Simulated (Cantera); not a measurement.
Charge: 1 mol Fe2O3, 2.4 mol CH4, 0.37 mol H2, held at 9.10 mbar.

These are equilibrium values from Cantera (NASA tables, ideal gas, pure condensed phases), not measurements of a reactor. Candidate condensed phases: C, C6H6, C7H8, C8H18, Fe, Fe(CO)5, FeO, Fe(OH)2, Fe(OH)3, Fe2O3, Fe3O4, H2O; 114 gas species. Equilibrium is a limit: real reactors are often held back by kinetics, nucleation or transport.

Question: What share of the Fe ends up in condensed phases as a function of T (K), at 1700, 1750, 1800, 1850, 1900, 1950, 2000, 2050, 2100, 2150, 2200, 2250, 2300?

Answer: 
```
T (K)  Fe condensed (%)     as
-----  ----------------  -----
1700               99.7  Fe(δ)
1750               99.4  Fe(δ)
1800               98.8  Fe(δ)
1850               97.5  Fe(l)
1900               95.3  Fe(l)
1950               91.2  Fe(l)
2000               84.0  Fe(l)
2050               71.5  Fe(l)
2100               49.3  Fe(l)
2150                8.7  Fe(l)
2200                0.0      -
2250                0.0      -
2300                0.0      -
```
